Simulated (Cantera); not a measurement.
Input: 1 mol Si3N4, 0.17 mol O2, 28 mol N2, at 1427 °C and 7.20 bar.

Equilibrium computed with Cantera from the NASA thermochemical tables; the gas is ideal and each condensed phase is pure. Candidate condensed phases: Si, SiO2, Si2N2O, Si3N4; 16 gas species. Mutual solubility and eutectic melting of coexisting phases are not modelled. Rates play no part.

Base state: N2 1.000 (mole fractions); condensed: Si2N2O(s) + Si3N4(s).

Task: What changes in the equilibrium state with this change: pressure from 7.20 bar to 9.90 Pa?

Result: 
```csv
species,before,after
N2,1.000,0.982
SiO,5.14e-7,0.0111
Si,<1e-9,0.00685
Si2N,<1e-9,7.39e-5
SiN,<1e-9,4.09e-5
Si2,<1e-9,3.00e-5
"Si2N2O(s), mol",0.340,0
"Si3N4(s), mol",0.773,0
"Si(l), mol",0,2.44
```
The tables' values for SiN are old estimates; treat these amounts as uncertain.
